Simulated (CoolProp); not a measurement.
R1233zd(E) along the isotherm -33.75 °C: Z from the reference equation and from simpler models built on Tc = 165.7 °C, pc = 3583 kPa, ω = 0.304; each cubic takes its own stable root.

Model: reference Helmholtz-energy equation of state, Akasaka 2022, in CoolProp.

```
p (kPa)   phase  reference
-------  ------  ---------
1380     liquid    0.06474
2760     liquid     0.1293
4130     liquid     0.1931
5510     liquid     0.2572
6890     liquid     0.3212
8270     liquid     0.3849
9650     liquid     0.4485
11000    liquid     0.5105
12400    liquid     0.5746
13800    liquid     0.6386
15200    liquid     0.7024
16500    liquid     0.7614
17900    liquid     0.8249
```

Problem. How far does each simpler model (van der Waals, Redlich-Kwong, Soave-Redlich-Kwong) lie from the reference over these 13 states: mean and median of the absolute difference, and the worst?

Solution. 
- van der Waals: mean 66.1 %, median 65.8 %, worst +69.8 % at -33.75 °C and 1380 kPa
- Redlich-Kwong: mean 14.2 %, median 14.1 %, worst +15.0 % at -33.75 °C and 1380 kPa
- Soave-Redlich-Kwong: mean 11.4 %, median 11.3 %, worst +11.6 % at -33.75 °C and 1380 kPa
